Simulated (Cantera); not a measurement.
Input: 1 mol MgO, 0.71 mol C, 0.012 mol CO, equilibrated at 2550 K and 84.0 Pa.

Equilibrium computed with Cantera from the NASA thermochemical tables; the gas is ideal and each condensed phase is pure. Candidate condensed phases: C, Mg, MgCO₃, MgO; 15 gas species. Kinetics and transport are ignored.

Base state: Mg 0.518, CO 0.349, O 0.0844, CO₂ 0.0280, O₂ 0.0176, MgO 0.00370 (mole fractions); condensed: gas only.

What changes in the equilibrium state with this change: MgO replaced by Fe₂O₃?


```csv
species,before,after
Fe,0,0.442
O,0.0844,0.227
CO,0.349,0.141
Mg,0.518,0
FeO,0,0.0336
O₂,0.0176,0.127
CO₂,0.0280,0.0305
MgO,0.00370,0
```
Further candidate phases: Fe, Fe(CO)₅, FeO, Fe₂O₃, Fe₃O₄.

What changes in the equilibrium state with this change: temperature from 2550 K to 1275 K?


```csv
species,before,after
CO,0.349,1.000
Mg,0.518,0.000125
CO₂,0.0280,5.89e-6
O,0.0844,<1e-9
O₂,0.0176,<1e-9
MgO,0.00370,<1e-9
"C(graphite), mol",0,0.710
"MgO(s), mol",0,1.000
```
